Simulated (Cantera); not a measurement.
Input: 1 mol AlCl3, 0.44 mol O2, 71 mol N2, at 1000 Pa.

These are equilibrium values from Cantera (NASA tables, ideal gas, pure condensed phases), not measurements of a reactor. Candidate condensed phases: Al, AlCl3, AlN, Al2O3; 24 gas species. The tables' values for AlCl2 are old estimates; treat these amounts as uncertain. Condensed phases not in the tables: AlOCl. Equilibrium is a limit: real reactors are often held back by kinetics, nucleation or transport.

x: gas mole fraction; n: condensed amount in mol.

```json
[
 {"T (K)": "650", "x N2": "0.982", "x Cl": "1.43e-7", "x Cl2": "0.0122", "x AlCl3": "0.00559", "x AlCl": "<1e-12", "n Al2O3(s)": "0.293"},
 {"T (K)": "800", "x N2": "0.982", "x Cl": "1.03e-5", "x Cl2": "0.0122", "x AlCl3": "0.00572", "x AlCl": "<1e-12", "n Al2O3(s)": "0.293"},
 {"T (K)": "950", "x N2": "0.982", "x Cl": "0.000194", "x Cl2": "0.0121", "x AlCl3": "0.00572", "x AlCl": "<1e-12", "n Al2O3(s)": "0.293"},
 {"T (K)": "1100", "x N2": "0.981", "x Cl": "0.00161", "x Cl2": "0.0114", "x AlCl3": "0.00571", "x AlCl": "<1e-12", "n Al2O3(s)": "0.293"},
 {"T (K)": "1250", "x N2": "0.979", "x Cl": "0.00721", "x Cl2": "0.00853", "x AlCl3": "0.00570", "x AlCl": "<1e-12", "n Al2O3(s)": "0.293"},
 {"T (K)": "1400", "x N2": "0.974", "x Cl": "0.0170", "x Cl2": "0.00357", "x AlCl3": "0.00567", "x AlCl": "[?]", "n Al2O3(s)": "0.293"},
 {"T (K)": "1550", "x N2": "0.971", "x Cl": "0.0225", "x Cl2": "0.000774", "x AlCl3": "0.00565", "x AlCl": "[?]", "n Al2O3(s)": "0.293"},
 {"T (K)": "1700", "x N2": "0.970", "x Cl": "0.0238", "x Cl2": "0.000153", "x AlCl3": "0.00561", "x AlCl": "[?]", "n Al2O3(s)": "0.293"},
 {"T (K)": "1850", "x N2": "0.970", "x Cl": "0.0245", "x Cl2": "3.81e-5", "x AlCl3": "0.00516", "x AlCl": "[?]", "n Al2O3(s)": "0.293"},
 {"T (K)": "2000", "x N2": "0.966", "x Cl": "0.0282", "x Cl2": "1.46e-5", "x AlCl3": "0.00271", "x AlCl": "[?]", "n Al2O3(s)": "0.289"}
]
```

Problem. What belongs in the gaps?

Solution. 
- 1400, x AlCl: 1.66e-11
- 1550, x AlCl: 6.05e-9
- 1700, x AlCl: 1.10e-6
- 1850, x AlCl: 8.21e-5
- 2000, x AlCl: 0.00144
